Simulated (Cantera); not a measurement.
Cantera run:

```python
import numpy as np
import cantera as ct

gas_names = """
    H HNO HNO2 HNO3 HO2 H2 H2O H2O2 H2S H2SO4 N NH NH2 NH3 NH2OH NO NO2 NO3 N2 N2H2 N2H4 N2O O OH O2 O3
    S SH SN SO SO2 SO3 S2 S2O S8
""".split()
cond_names = """
    H2O(s) H2O(L) H2SO4(L) S(cr1) S(cr2) S(L)
""".split()


# ... load() reads the species with a 1 bar reference pressure and builds the phases ...
atoms = {
    'SO2': {'S': 1, 'O': 2},
    'N2': {'N': 2},
    'H2O': {'H': 2, 'O': 1},
}
top_T = {}  # K; cautious upper limits of use, not melting points


# ... equilibrate(T, P, feed) seeds the gas with the atoms and calls Mixture.equilibrate('TP', solver="vcs", rtol=1e-11, max_steps=5000) ...
results = []
feed = {'SO2': 1, 'N2': 18, 'H2O': 1.8}  # mol
P = 29000  # Pa
for T in [1848, 1923, 1998, 2073, 2148, 2223, 2298, 2373, 2448, 2523, 2598, 2673, 2748, 2823]:
    mix = equilibrate(T, P, feed)
    results.append((T, P, feed, dict(zip(mix.species_names, mix.species_moles))))
    x = sorted(zip(gas.X, gas.species_names), reverse=True)
    print(f"T = {T:g} K  P = {P:g} Pa  gas = {mix.phase_moles(0):.4g} mol")
    print("   x: " + "  ".join(f"{s} {v:.3e}" for v, s in x if v > 1e-05))
    print("   condensed (mol): " + ("  ".join(f"{mix.phase(i).name} {mix.phase_moles(i):.4g}"
          for i in range(1, mix.n_phases) if mix.phase_moles(i) > 1e-12) or "none"))
```

Output:

```
T = 1848 K  P = 29000 Pa  gas = 20.81 mol
   x: N2 8.648e-01  H2O 8.561e-02  SO2 4.788e-02  H2 7.532e-04  O2 3.089e-04  OH 2.259e-04  NO 1.957e-04  SO 1.691e-04  H 2.702e-05
   condensed (mol): none
T = 1923 K  P = 29000 Pa  gas = 20.82 mol
   x: N2 8.645e-01  H2O 8.510e-02  SO2 4.774e-02  H2 1.142e-03  O2 4.756e-04  OH 3.793e-04  NO 3.063e-04  SO 2.921e-04  H 5.910e-05  O 1.466e-05
   condensed (mol): none
T = 1998 K  P = 29000 Pa  gas = 20.83 mol
   x: N2 8.640e-01  H2O 8.438e-02  SO2 4.752e-02  H2 1.673e-03  O2 7.088e-04  OH 6.115e-04  SO 4.834e-04  NO 4.634e-04  H 1.218e-04  O 3.257e-05
   condensed (mol): none
T = 2073 K  P = 29000 Pa  gas = 20.84 mol
   x: N2 8.633e-01  H2O 8.339e-02  SO2 4.720e-02  H2 2.376e-03  O2 1.026e-03  OH 9.503e-04  SO 7.695e-04  NO 6.800e-04  H 2.380e-04  O 6.833e-05
   condensed (mol): none
T = 2148 K  P = 29000 Pa  gas = 20.86 mol
   x: N2 8.623e-01  H2O 8.206e-02  SO2 4.673e-02  H2 3.279e-03  O2 1.444e-03  OH 1.428e-03  SO 1.182e-03  NO 9.706e-04  H 4.432e-04  O 1.361e-04
   condensed (mol): none
T = 2223 K  P = 29000 Pa  gas = 20.89 mol
   x: N2 8.609e-01  H2O 8.032e-02  SO2 4.608e-02  H2 4.405e-03  OH 2.079e-03  O2 1.983e-03  SO 1.758e-03  NO 1.351e-03  H 7.895e-04  O 2.584e-04  S 1.944e-05
   condensed (mol): none
T = 2298 K  P = 29000 Pa  gas = 20.93 mol
   x: N2 8.591e-01  H2O 7.808e-02  SO2 4.519e-02  H2 5.768e-03  OH 2.939e-03  O2 2.659e-03  SO 2.534e-03  NO 1.836e-03  H 1.351e-03  O 4.700e-04  S 3.953e-05  SH 1.179e-05
   condensed (mol): none
T = 2373 K  P = 29000 Pa  gas = 20.98 mol
   x: N2 8.567e-01  H2O 7.528e-02  SO2 4.400e-02  H2 7.367e-03  OH 4.040e-03  SO 3.549e-03  O2 3.483e-03  NO 2.440e-03  H 2.226e-03  O 8.215e-04  S 7.659e-05  SH 2.033e-05
   condensed (mol): none
T = 2448 K  P = 29000 Pa  gas = 21.05 mol
   x: N2 8.535e-01  H2O 7.183e-02  SO2 4.248e-02  H2 9.184e-03  OH 5.402e-03  SO 4.834e-03  O2 4.460e-03  H 3.543e-03  NO 3.177e-03  O 1.383e-03  S 1.419e-04  SH 3.357e-05
   condensed (mol): none
T = 2523 K  P = 29000 Pa  gas = 21.14 mol
   x: N2 8.495e-01  H2O 6.770e-02  SO2 4.057e-02  H2 1.117e-02  OH 7.032e-03  SO 6.407e-03  O2 5.584e-03  H 5.455e-03  NO 4.052e-03  O 2.250e-03  S 2.522e-04  SH 5.326e-05
   condensed (mol): none
T = 2598 K  P = 29000 Pa  gas = 21.25 mol
   x: N2 8.444e-01  H2O 6.286e-02  SO2 3.824e-02  H2 1.326e-02  OH 8.909e-03  SO 8.265e-03  H 8.142e-03  O2 6.833e-03  NO 5.066e-03  O 3.541e-03  S 4.312e-04  SH 8.123e-05  S2 1.271e-05
   condensed (mol): none
T = 2673 K  P = 29000 Pa  gas = 21.4 mol
   x: N2 8.381e-01  H2O 5.732e-02  SO2 3.547e-02  H2 1.534e-02  H 1.179e-02  OH 1.098e-02  SO 1.038e-02  O2 8.166e-03  NO 6.212e-03  O 5.400e-03  S 7.106e-04  SH 1.192e-04  S2 1.956e-05
   condensed (mol): none
T = 2748 K  P = 29000 Pa  gas = 21.58 mol
   x: N2 8.305e-01  H2O 5.118e-02  SO2 3.230e-02  H2 1.729e-02  H 1.658e-02  OH 1.316e-02  SO 1.267e-02  O2 9.521e-03  O 7.988e-03  NO 7.467e-03  S 1.131e-03  SH 1.684e-04  S2 2.897e-05
   condensed (mol): none
T = 2823 K  P = 29000 Pa  gas = 21.79 mol
   x: N2 8.216e-01  H2O 4.457e-02  SO2 2.878e-02  H 2.265e-02  H2 1.893e-02  OH 1.530e-02  SO 1.504e-02  O 1.147e-02  O2 1.081e-02  NO 8.801e-03  S 1.741e-03  SH 2.289e-04  S2 4.126e-05
   condensed (mol): none
```

Equilibrium computed with Cantera from the NASA thermochemical tables; the gas is ideal and each condensed phase is pure.
